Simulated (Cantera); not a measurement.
Input (Python, Cantera) and output of one run.

```python
import numpy as np
import cantera as ct

gas_names = """
    CL CL2 H HCL H2 Si SiCL SiCL2 SiCL3 SiCL4 SiH SiHCL3 SiH2 SiH2CL2 SiH3 SiH3CL SiH4 Si2 Si3
""".split()
cond_names = """
    Si(cr) Si(L)
""".split()


# ... load() reads the species with a 1 bar reference pressure and builds the phases ...
atoms = {
    'SiH2Cl2': {'Si': 1, 'H': 2, 'CL': 2},
    'Cl2': {'CL': 2},
    'H2': {'H': 2},
}
top_T = {}  # K; cautious upper limits of use, not melting points


# ... equilibrate(T, P, feed) seeds the gas with the atoms and calls Mixture.equilibrate('TP', solver="vcs", rtol=1e-11, max_steps=5000) ...
results = []
feed = {'SiH2Cl2': 1, 'Cl2': 0.056, 'H2': 19}  # mol
P = 7600  # Pa
for T in [825, 900, 975, 1050, 1125, 1200, 1275, 1350, 1425, 1500, 1575, 1650, 1725]:
    mix = equilibrate(T, P, feed)
    results.append((T, P, feed, dict(zip(mix.species_names, mix.species_moles))))

top = {s: max(r[3][s] / sum(r[3][g] for g in gas_names) for r in results) for s in gas_names}
cols = sorted((s for s in top if top[s] > 0.001), key=lambda s: -top[s])[:5]
seen = [c for c in cond_names if any(r[3].get(c, 0) > 1e-12 for r in results)]
print("log10 of partial pressures in bar; condensed amounts in mol")
print(f"{'T/K':>10s}" + "".join(f"{s[:9]:>10s}" for s in cols + seen))
for T, P, feed, n in results:
    ng = sum(n[g] for g in gas_names)
    print(f"{T:10.4g}" + "".join(f"{np.log10(max(n[s] / ng * P / 1e5, 1e-99)):10.3f}" for s in cols)
          + "".join(f"{n.get(c, 0):10.4g}" for c in seen))
```

It prints:

```
log10 of partial pressures in bar; condensed amounts in mol
       T/K        H2       HCL     SiCL4     SiCL2    SiHCL3    Si(cr)     Si(L)
       825    -1.132    -3.733    -2.859    -6.290    -3.166    0.4343         0
       900    -1.133    -3.362    -2.873    -5.458    -3.190    0.4526         0
       975    -1.135    -3.056    -2.905    -4.768    -3.227    0.4832         0
      1050    -1.139    -2.804    -2.969    -4.197    -3.287    0.5269         0
      1125    -1.143    -2.602    -3.087    -3.736    -3.387    0.5781         0
      1200    -1.148    -2.454    -3.294    -3.386    -3.554    0.6241         0
      1275    -1.153    -2.360    -3.627    -3.155    -3.814    0.6522         0
      1350    -1.155    -2.316    -4.078    -3.027    -4.159    0.6614         0
      1425    -1.156    -2.300    -4.580    -2.965    -4.542    0.6597         0
      1500    -1.157    -2.297    -5.075    -2.931    -4.919    0.6537         0
      1575    -1.157    -2.299    -5.539    -2.911    -5.272    0.6465         0
      1650    -1.157    -2.302    -5.968    -2.896    -5.598    0.6391         0
      1725    -1.157    -2.297    -6.361    -2.900    -5.904         0    0.6444
```

Cantera equilibrium calculation (NASA polynomials, part measured and part estimated; ideal gas, pure solids and liquids). The tables' values for SiCl3, SiCl are old estimates; treat these amounts as uncertain. Gases not in the tables: Si2H6 and higher silanes.
